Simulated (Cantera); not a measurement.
**Adiabatic ignition**

An adiabatic, constant-volume homogeneous reactor starts with CH₄ : C₂H₆ : C₃H₈ : O₂ : N₂ = 1 : 0.057 : 0.58 : 2.12 : 7.99 (molar parts), at 1698 K and 5.00 bar.

Computed with Cantera and GRI-Mech 3.0 (53 species, 325 reactions). GRI-Mech 3.0 was tuned for natural gas; its chemistry of propane as a main component is partial and can be far from experiment.

```tsv
t (s)	T (K)	P (bar)	x CH₄	x C₂H₆	x C₃H₈	x H₂	x NO	x HCO	x H₂O₂
5.00e-6	1727	5.30	0.0770	0.00795	0.0188	0.0183	1.04e-9	3.55e-5	4.79e-5
1.45e-5	2858	10.9	0.00107	1.86e-7	1.05e-10	0.187	0.000198	5.57e-6	1.08e-8
4.19e-5	2836	11.0	5.67e-7	<1e-12	<1e-12	0.205	0.000686	2.21e-6	9.55e-9
0.000121	2836	11.0	2.53e-9	<1e-12	<1e-12	0.205	0.000430	2.25e-6	1.00e-8
0.000351	2837	11.0	2.28e-9	<1e-12	<1e-12	0.205	0.000233	2.25e-6	1.02e-8
0.00102	2838	11.0	2.25e-9	<1e-12	<1e-12	0.205	0.000201	2.26e-6	1.02e-8
0.00294	2838	11.0	2.25e-9	<1e-12	<1e-12	0.205	0.000201	2.26e-6	1.02e-8
0.00851	2838	11.0	2.25e-9	<1e-12	<1e-12	0.205	0.000201	2.26e-6	1.02e-8
0.0246	2838	11.0	2.25e-9	<1e-12	<1e-12	0.205	0.000201	2.26e-6	1.02e-8
0.0713	2838	11.0	2.25e-9	<1e-12	<1e-12	0.205	0.000201	2.26e-6	1.02e-8
0.206	2838	11.0	2.25e-9	<1e-12	<1e-12	0.205	0.000201	2.26e-6	1.02e-8
0.597	2838	11.0	2.25e-9	<1e-12	<1e-12	0.205	0.000201	2.26e-6	1.02e-8
1.73	2838	11.0	2.25e-9	<1e-12	<1e-12	0.205	0.000201	2.26e-6	1.02e-8
5.00	2838	11.0	2.25e-9	<1e-12	<1e-12	0.205	0.000201	2.26e-6	1.02e-8
```
x: mole fraction; the columns are a selection and need not sum to one.

```json
{
  "time_of_steepest_temperature_rise": "9.01 µs",
  "temperature at 5.00 s": "2838 K",
  "equilibrium_temperature": "2838 K",
  "x(CH₄) at 5.00 s": "2.25e-9 (gas-phase equilibrium 2.51e-9)",
  "x(C₂H₆) at 5.00 s": "<1e-12 (gas-phase equilibrium <1e-12)",
  "x(C₃H₈) at 5.00 s": "<1e-12 (gas-phase equilibrium <1e-12)"
}
```
